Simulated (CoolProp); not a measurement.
Saturated liquid density (kg/m³) of n-heptane: the reference equation beside estimates from Tc = 541.2 K, pc = 2.774 MPa, ω = 0.349. Rackett uses Z = 0.29056 − 0.08775 ω.

Computed with CoolProp (reference Helmholtz-energy equation of state, Span 2003). It is a short technical equation, of lower accuracy than the large ones.

```tsv
T (K)	reference	Rackett	Redlich-Kwong	Peng-Robinson
415.2	?	?	471.6	569.5
421.1	563.4	570.8	464.6	561.7
427	?	563.7	457.4	553.7
433	549.7	556.3	449.8	545.1
438.9	542.6	548.8	442.1	536.4
444.8	535.3	541.1	434.2	527.3
450.7	527.8	533.2	426.1	517.7
456.6	520.0	525.1	417.6	507.7
462.5	511.8	516.6	408.9	?
468.4	503.3	507.9	399.8	486.3
474.4	494.2	498.6	390.1	474.5
```

Some entries are withheld; supply them.


- 415.2, reference: 569.9
- 415.2, Rackett: 577.7
- 427, reference: 556.7
- 462.5, Peng-Robinson: 497.3

Absolute difference from the reference over all 11 rows, mean and median: Rackett 1.1 and 1.1 %, Redlich-Kwong 19.0 and 18.9 %, Peng-Robinson 1.7 and 1.5 %.
